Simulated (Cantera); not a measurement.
# Thermodynamics of chemical vapour transport, feed Fe + H2O + N2

Charge: 1 mol Fe, 0.023 mol H2O, a varied amount of N2, equilibrated at 1275 K and 93.0 mbar.

Cantera equilibrium calculation (NASA polynomials, part measured and part estimated; ideal gas, pure solids and liquids). Candidate condensed phases: Fe, FeO, Fe(OH)2, Fe(OH)3, Fe2O3, Fe3O4, H2O; 27 gas species. Mutual solubility and eutectic melting of coexisting phases are not modelled. The tables' stoichiometric FeO is somewhat more stable than real wüstite, so its field is too wide. FeO: taken at fixed stoichiometry. Rates play no part.

```csv
n(N2) (mol),log p N2,log p H2,log p H2O,log p H,log p NH3,n Fe(γ),n FeO(s)
1.2,-1.04,-2.88,-3.38,-7.57,-8.70,0.983,0.0175
1.7,-1.04,-3.03,-3.53,-7.65,-8.92,0.983,0.0175
2.2,-1.04,-3.14,-3.64,-7.70,-9.08,0.983,0.0175
2.7,-1.04,-3.22,-3.73,-7.74,-9.22,0.983,0.0175
3.2,-1.03,-3.30,-3.80,-7.78,-9.33,0.983,0.0175
3.7,-1.03,-3.36,-3.86,-7.81,-9.42,0.983,0.0175
4.2,-1.03,-3.41,-3.92,-7.84,-9.50,0.983,0.0175
4.7,-1.03,-3.46,-3.96,-7.86,-9.57,0.983,0.0175
5.2,-1.03,-3.51,-4.01,-7.89,-9.64,0.983,0.0175
5.7,-1.03,-3.55,-4.05,-7.91,-9.70,0.983,0.0175
6.2,-1.03,-3.58,-4.08,-7.92,-9.75,0.983,0.0175
```
log p: log10 of the partial pressure in bar; n: condensed amount in mol.

From 1.2 mol N2 to 6.2 mol N2 the condensed part is Fe(γ) + FeO(s).
